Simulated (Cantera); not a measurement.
A Cantera script and what it prints.

```python
import numpy as np
import cantera as ct

gas_names = [...]  # 110 gases of nasa_gas.yaml made of C, H, O
cond_names = """
    C(gr) C6H6(L) C7H8(L) C8H18(L),n-octa H2O(s) H2O(L)
""".split()


# ... load() reads the species with a 1 bar reference pressure and builds the phases ...
atoms = {
    'C2H4': {'C': 2, 'H': 4},
    'H2O': {'H': 2, 'O': 1},
    'H2': {'H': 2},
}
top_T = {'C(gr)': 4500}  # K; cautious upper limits of use, not melting points


# ... equilibrate(T, P, feed) seeds the gas with the atoms and calls Mixture.equilibrate('TP', solver="vcs", rtol=1e-11, max_steps=5000) ...
results = []
T = 550  # K
P = 100000  # Pa
for m in [1.8, 2.5, 3.5, 4.9, 6.9, 9.7, 14]:
    feed = {'C2H4': 1, 'H2O': 2.9, 'H2': m}  # mol
    mix = equilibrate(T, P, feed)
    results.append((T, P, feed, dict(zip(mix.species_names, mix.species_moles))))

top = {s: max(r[3][s] / sum(r[3][g] for g in gas_names) for r in results) for s in gas_names}
cols = sorted((s for s in top if top[s] > 1e-06), key=lambda s: -top[s])[:6]
seen = [c for c in cond_names if any(r[3].get(c, 0) > 1e-12 for r in results)]
print("log10 of partial pressures in bar; condensed amounts in mol")
print(f"{'n(H2)':>10s}" + "".join(f"{s[:9]:>10s}" for s in cols + seen))
for T, P, feed, n in results:
    ng = sum(n[g] for g in gas_names)
    print(f"{feed['H2']:10.4g}" + "".join(f"{np.log10(max(n[s] / ng * P / 1e5, 1e-99)):10.3f}" for s in cols)
          + "".join(f"{n.get(c, 0):10.4g}" for c in seen))
```

It prints:

```
log10 of partial pressures in bar; condensed amounts in mol
     n(H2)        H2       H2O       CH4       CO2        CO
       1.8    -1.372    -0.260    -0.412    -1.682    -4.556
       2.5    -1.020    -0.272    -0.433    -3.134    -5.644
       3.5    -0.630    -0.344    -0.505    -4.912    -6.959
       4.9    -0.430    -0.430    -0.591    -5.971    -7.732
       6.9    -0.301    -0.529    -0.690    -6.783    -8.316
       9.7    -0.214    -0.638    -0.799    -7.459    -8.796
        14    -0.149    -0.765    -0.927    -8.102    -9.246
```

Method: chemical equilibrium by Gibbs-energy minimisation in Cantera with the NASA 1993 tables (ideal gas, pure condensed phases).
